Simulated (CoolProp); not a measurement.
A closed Brayton cycle with nitrogen: compressor inlet 329.15 K and 6.9 MPa, high pressure 24 MPa, turbine inlet 800 K, compressor efficiency 0.89, turbine efficiency 0.9, recuperator effectiveness 0 (on enthalpy, no pinch check). Each further row changes one setting.

Computed with CoolProp (reference Helmholtz-energy equation of state, Span 2000).

| case | thermal efficiency (%) | net work (kJ/kg) | compressor to turbine work | compressor exit (K) | turbine exit (K) |
|---|---|---|---|---|---|
| as stated | 18.4 | 65.1 | 0.73 | 489.7 | 593.1 |
| turbine inlet 750 K | 16.9 | 50.0 | 0.78 | 489.7 | 554.2 |
| compressor inlet 339.15 K | 17.6 | 59.5 | 0.75 | 504.3 | 593.1 |
| high pressure 20.4 MPa | 17.1 | 64.8 | 0.69 | 465.5 | 616.7 |
| recuperator effectiveness 0.5 | 21.8 | 65.1 | 0.73 | 489.7 | 593.1 |
